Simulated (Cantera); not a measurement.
Input: 1 mol SiH₄, 0.031 mol Cl₂, 350 mol H₂, held at 850 K and 5.00 mbar.

These are equilibrium values from Cantera (NASA tables, ideal gas, pure condensed phases), not measurements of a reactor. Candidate condensed phases: Si; 19 gas species. Kinetics and transport are ignored.

Q: What is the equilibrium state?

A: 
- x(H₂) = 1.000
- x(HCl) = 0.000176
- n(Si(s)) = 1.000 mol
- gas amount = 352.0 mol
